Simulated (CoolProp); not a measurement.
The fluoroketone C6F12O (FK-5-1-12) along the isobar 1.51 MPa: density (kg/m³) from the reference equation and from simpler models built on Tc = 168.7 °C, pc = 1.869 MPa, ω = 0.471; each cubic takes its own stable root.

Values from CoolProp's reference Helmholtz-energy equation of state, McLinden 2015.

| T (°C) | phase | reference |
|---|---|---|
| 21.35 | liquid | 1620 |
| 30.25 | liquid | 1594 |
| 39.15 | liquid | 1567 |
| 48.15 | liquid | 1539 |
| 57.05 | liquid | 1511 |
| 65.95 | liquid | 1481 |
| 74.85 | liquid | 1450 |
| 83.85 | liquid | 1418 |

**Question.** How far does each simpler model (van der Waals, Redlich-Kwong, Soave-Redlich-Kwong, Peng-Robinson) lie from the reference over these 8 states: mean and median of the absolute difference, and the worst?

**Answer.** 
- van der Waals: mean 40.2 %, median 40.2 %, worst -40.5 % at 21.35 °C and 1.51 MPa
- Redlich-Kwong: mean 14.8 %, median 14.7 %, worst -16.0 % at 83.85 °C and 1.51 MPa
- Soave-Redlich-Kwong: mean 8.6 %, median 8.5 %, worst -9.3 % at 83.85 °C and 1.51 MPa
- Peng-Robinson: mean 3.3 %, median 3.4 %, worst +3.6 % at 39.15 °C and 1.51 MPa
